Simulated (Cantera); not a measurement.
Input: 1 mol SiH4, 0.31 mol N2, held at 1875 K and 70.0 mbar.

Method: chemical equilibrium by Gibbs-energy minimisation in Cantera with the NASA 1993 tables (ideal gas, pure condensed phases). Candidate condensed phases: Si, Si3N4; 18 gas species. Gases not in the tables: Si2H6 and higher silanes. Rates play no part.

Base state: H2 0.863, N2 0.134, H 0.00230, Si 0.000129, SiH2 4.29e-5, SiH 2.95e-5 (mole fractions); condensed: Si(l).

Question: What changes in the equilibrium state with this change: SiH4 replaced by SiF4?

Answer: 
```
species       before     after
----------  --------  --------
SiF4               0     0.763
N2             0.134     0.237
F                  0  0.000172
H2             0.863         0
H            0.00230         0
SiF3               0  0.000172
Si          0.000129     <1e-9
SiH2         4.29e-5         0
Si(l), mol     0.999         0
```
The tables' values for SiF3 are old estimates; treat these amounts as uncertain.

Question: What changes in the equilibrium state with this change: pressure from 70.0 mbar to 0.320 bar?

Answer: 
| species | before | after |
|---|---|---|
| H2 | 0.863 | 0.910 |
| N2 | 0.134 | 0.0889 |
| H | 0.00230 | 0.00111 |
| SiH2 | 4.29e-5 | 4.52e-5 |
| Si | 0.000129 | 2.83e-5 |
| SiH | 2.95e-5 | 1.42e-5 |
| Si(l), mol | 0.999 | 0.828 |
| Si3N4(s), mol | 0 | 0.0573 |
Mutual solubility and eutectic melting of coexisting phases are not modelled.
